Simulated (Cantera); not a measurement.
Source: NASA polynomial tables (part measured, part estimated), evaluated in Cantera. Values are per mole of reaction as written; species without (g) are pure solids or liquids, kept so even where they would boil at 1 bar.

Nb + 4 NO(g) → 2 N₂O(g) + NbO₂(g)

```json
[
 {"T (K)": "1973", "ΔH° (kJ)": "…", "ΔS° (J/K)": "…", "ΔG° (kJ)": "…", "log10 K": "…"},
 {"T (K)": "2048", "ΔH° (kJ)": "…", "ΔS° (J/K)": "…", "ΔG° (kJ)": "…", "log10 K": "…"},
 {"T (K)": "2123", "ΔH° (kJ)": "-402.9", "ΔS° (J/K)": "-172.8", "ΔG° (kJ)": "-36.1", "log10 K": "0.89"},
 {"T (K)": "2198", "ΔH° (kJ)": "…", "ΔS° (J/K)": "…", "ΔG° (kJ)": "…", "log10 K": "…"},
 {"T (K)": "2273", "ΔH° (kJ)": "-403.2", "ΔS° (J/K)": "-172.9", "ΔG° (kJ)": "-10.1", "log10 K": "0.23"},
 {"T (K)": "2348", "ΔH° (kJ)": "-403.4", "ΔS° (J/K)": "-173.0", "ΔG° (kJ)": "2.8", "log10 K": "-0.06"}
]
```

Complete the blanks.


- 1973, ΔH° (kJ): -402.9
- 1973, ΔS° (J/K): -172.8
- 1973, ΔG° (kJ): -62.0
- 1973, log10 K: 1.64
- 2048, ΔH° (kJ): -402.9
- 2048, ΔS° (J/K): -172.8
- 2048, ΔG° (kJ): -49.0
- 2048, log10 K: 1.25
- 2198, ΔH° (kJ): -403.0
- 2198, ΔS° (J/K): -172.9
- 2198, ΔG° (kJ): -23.1
- 2198, log10 K: 0.55
